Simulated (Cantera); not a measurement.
A closed system holds: 1 mol AlN, 3.6 mol HCl, 10 mol N2, held at 1.60e-5 bar.

Cantera equilibrium calculation (NASA polynomials, part measured and part estimated; ideal gas, pure solids and liquids). Candidate condensed phases: Al, AlCl3, AlN, NH4Cl; 20 gas species. The tables' values for AlCl2 are old estimates; treat these amounts as uncertain. Kinetics and transport are ignored. All values below are at 1277 °C.

Base state: N2 0.724, HCl 0.156, AlCl 0.0562, H2 0.0451, AlCl2 0.00701, AlCl3 0.00567, Cl 0.00462, H 0.00167 (mole fractions); condensed: gas only.

Task: What changes in the equilibrium state with this change: AlN replaced by Si3N4?

Result: 
```tsv
species	before	after
N2	0.724	0.766
SiCl2	0	0.0894
H2	0.0451	0.0893
HCl	0.156	0.0489
AlCl	0.0562	0
AlCl2	0.00701	0
AlCl3	0.00567	0
Si	0	0.00208
SiCl	0	0.000658
SiCl3	0	0.000107
Si(s), mol	0	1.55
```
The tables' values for SiCl, SiCl3 are old estimates; treat these amounts as uncertain. Further candidate phases: Si, Si3N4.
